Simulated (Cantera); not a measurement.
Charge: 1 mol CCl₄, 8.7 mol H₂, held at 848 K.

Method: chemical equilibrium by Gibbs-energy minimisation in Cantera with the NASA 1993 tables (ideal gas, pure condensed phases). Candidate condensed phases: C, C₆H₆, C₇H₈, C₈H₁₈; 91 gas species. Rates play no part.

Problem. What share of the C ends up in condensed phases as a function of P (Pa), at 1, 4.20, 18, 75, 320, 1300, 5600, 24000, 100000?

Solution. 
```tsv
P (Pa)	C condensed (%)	as
1	100.0	C(graphite)
4.20	100.0	C(graphite)
18	100.0	C(graphite)
75	99.8	C(graphite)
320	99.1	C(graphite)
1300	96.6	C(graphite)
5600	86.0	C(graphite)
24000	50.8	C(graphite)
100000	0.0	-
```
